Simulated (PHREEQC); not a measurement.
Reverse-osmosis permeate (model solution)

Model water analysis in mg/kgw, 25 °C, pH 5.63, pe 8.3:

| constituent | mg/kgw |
|---|---|
| Na | 6.44 |
| K | 0.11 |
| Ca | 0.992 |
| Mg | 0.116 |
| Cl | 5.43 |
| S(6) as SO4 | 7.4 |
| Alkalinity as HCO3 | 1.78 |
| Si as SiO2 | 0.283 |

Cl is adjusted to close the charge balance.
Valence states are taken as typed.

Equilibrium calculation in PHREEQC: ion-association model, wateq4f.dat.

Each row changes one thing in this solution. No solid was allowed to form.

```json
[
 {"case": "as made", "CO2 (mol/kgw)": "0.000162", "CaSO4 (mol/kgw)": "3.08e-7", "NaSO4- (mol/kgw)": "9.75e-8", "MgSO4 (mol/kgw)": "6.96e-8", "HSO4- (mol/kgw)": "1.62e-8", "KSO4- (mol/kgw)": "1.37e-9", "SI of Quartz (SiO2)": "-1.35"},
 {"case": "S(6) from 7.4 to 3.7 mg/kgw", "CO2 (mol/kgw)": "0.000162", "CaSO4 (mol/kgw)": "1.56e-7", "NaSO4- (mol/kgw)": "4.90e-8", "MgSO4 (mol/kgw)": "3.53e-8", "HSO4- (mol/kgw)": "8.14e-9", "KSO4- (mol/kgw)": "6.89e-10", "SI of Quartz (SiO2)": "-1.35"},
 {"case": "pH from 5.63 to 5.5 at the same alkalinity", "CO2 (mol/kgw)": "0.000225", "CaSO4 (mol/kgw)": "3.08e-7", "NaSO4- (mol/kgw)": "9.75e-8", "MgSO4 (mol/kgw)": "6.96e-8", "HSO4- (mol/kgw)": "2.19e-8", "KSO4- (mol/kgw)": "1.37e-9", "SI of Quartz (SiO2)": "-1.35"},
 {"case": "K from 0.11 to 0.055 mg/kgw", "CO2 (mol/kgw)": "0.000162", "CaSO4 (mol/kgw)": "3.08e-7", "NaSO4- (mol/kgw)": "9.76e-8", "MgSO4 (mol/kgw)": "6.96e-8", "HSO4- (mol/kgw)": "1.62e-8", "KSO4- (mol/kgw)": "6.87e-10", "SI of Quartz (SiO2)": "-1.35"}
]
```

Complexes and solids missing from the database can't appear.
